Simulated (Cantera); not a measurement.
Input: 1 mol SiCl4, 120 mol N2, at 877 °C and 32.0 mbar.

Cantera equilibrium calculation (NASA polynomials, part measured and part estimated; ideal gas, pure solids and liquids). Candidate condensed phases: Si, Si3N4; 13 gas species. Equilibrium is a limit: real reactors are often held back by kinetics, nucleation or transport.

Base state: N2 0.992, SiCl4 0.00826 (mole fractions); condensed: gas only.

What changes in the equilibrium state with this change: SiCl4 replaced by Si3H8?


| species | before | after |
|---|---|---|
| N2 | 0.992 | 0.967 |
| H2 | 0 | 0.0328 |
| SiCl4 | 0.00826 | 0 |
| Si3N4(s), mol | 0 | 1.00 |
The feed counts by its element totals alone. N2 is the only nitrogen source here; it is nearly inert below about 1500 K, so the nitride shown seldom forms there in practice.
